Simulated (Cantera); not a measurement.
Input (Python, Cantera):

```python
import numpy as np
import cantera as ct

gas = ct.Solution("gri30.yaml", transport_model="mixture-averaged")
show = ['OH', 'H2O', 'O']

rows = []
print(f"{'T/K':>7s}{'rho':>11s}{'cp':>10s}{'mu':>11s}{'lambda':>11s}{'Pr':>7s}" + "".join(f"{'D_' + s:>11s}" for s in show))
for T in [400, 600, 800, 1000, 1200, 1400, 1600, 1800]:
    gas.TPX = T, 1500, {'H2O': 0.82, 'C2H4': 0.4, 'H2': 0.37}
    Pr = gas.cp_mass * gas.viscosity / gas.thermal_conductivity
    D = [gas.mix_diff_coeffs_mole[gas.species_index(s)] for s in show]
    rows.append([gas.density, gas.cp_mass, gas.viscosity, gas.thermal_conductivity, Pr, *D])
    print(f"{T:7g}{gas.density:11.4e}{gas.cp_mass:10.1f}{gas.viscosity:11.4e}"
          f"{gas.thermal_conductivity:11.4e}{Pr:7.3f}" + "".join(f"{d:11.4e}" for d in D))
print("SI units: kg/m3, J/kg/K, Pa s, W/m/K, m2/s")
```

It prints:

```
    T/K        rho        cp         mu     lambda     Pr       D_OH      D_H2O        D_O
    400 7.5850e-03    2243.5 1.3989e-05 6.2716e-02  0.500 4.3519e-03 3.1666e-03 4.4228e-03
    600 5.0567e-03    2579.8 2.0712e-05 9.6180e-02  0.556 8.9569e-03 6.9072e-03 9.1025e-03
    800 3.7925e-03    2852.7 2.7012e-05 1.3153e-01  0.586 1.4742e-02 1.1768e-02 1.4981e-02
   1000 3.0340e-03    3091.3 3.2907e-05 1.6815e-01  0.605 2.1572e-02 1.7598e-02 2.1922e-02
   1200 2.5283e-03    3295.7 3.8440e-05 2.0526e-01  0.617 2.9360e-02 2.4295e-02 2.9837e-02
   1400 2.1672e-03    3467.9 4.3659e-05 2.4227e-01  0.625 3.8041e-02 3.1789e-02 3.8658e-02
   1600 1.8963e-03    3612.3 4.8601e-05 2.7880e-01  0.630 4.7566e-02 4.0026e-02 4.8338e-02
   1800 1.6856e-03    3732.9 5.3301e-05 3.1458e-01  0.632 5.7897e-02 4.8968e-02 5.8836e-02
SI units: kg/m3, J/kg/K, Pa s, W/m/K, m2/s
```

Cantera simulation using GRI-Mech 3.0 (53 species, 325 reactions); the numbers are that mechanism's predictions, not measurements. Polar gases are described roughly by these parameters. The composition is frozen, though it would react at the higher temperatures.
